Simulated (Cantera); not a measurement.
Charge: 1 mol PbO, 0.29 mol H₂, held at 200000 Pa.

These are equilibrium values from Cantera (NASA tables, ideal gas, pure condensed phases), not measurements of a reactor. Candidate condensed phases: H₂O, Pb, PbO, PbO₂, Pb₃O₄; 12 gas species. Mutual solubility and eutectic melting of coexisting phases are not modelled. Kinetics and transport are ignored.

x: gas mole fraction; n: condensed amount in mol.

```
T (°C)  x H₂O      x H₂     x Pb     x PbO      x OH  n Pb(s)  n PbO(red)  n Pb(l)  n PbO(yellow)
------  -----  --------  -------  --------  --------  -------  ----------  -------  -------------
277     1.000   1.12e-5   <1e-12    <1e-12    <1e-12    0.290       0.710        0              0
352     1.000       [?]      [?]    <1e-12    <1e-12        0       0.710    0.290              0
427     1.000       [?]      [?]    <1e-12    <1e-12        0       0.710    0.290              0
502     1.000   5.55e-5  1.24e-8  8.97e-12    <1e-12        0           0    0.290          0.710
577     1.000   8.02e-5  1.59e-7  4.16e-10    <1e-12        0           0    0.290          0.710
652     1.000  0.000111  1.34e-6   1.02e-8  2.07e-11        0           0    0.290          0.710
727     1.000  0.000147  8.10e-6   1.52e-7  2.92e-10        0           0    0.290          0.710
802     1.000  0.000190  3.80e-5   1.54e-6   2.85e-9        0           0    0.290          0.710
```

**Question.** Some entries are withheld; supply them.

**Answer.** 
- 427, x H₂: 3.64e-5
- 427, x Pb: 5.57e-10
- 352, x H₂: 2.21e-5
- 352, x Pb: 1.17e-11
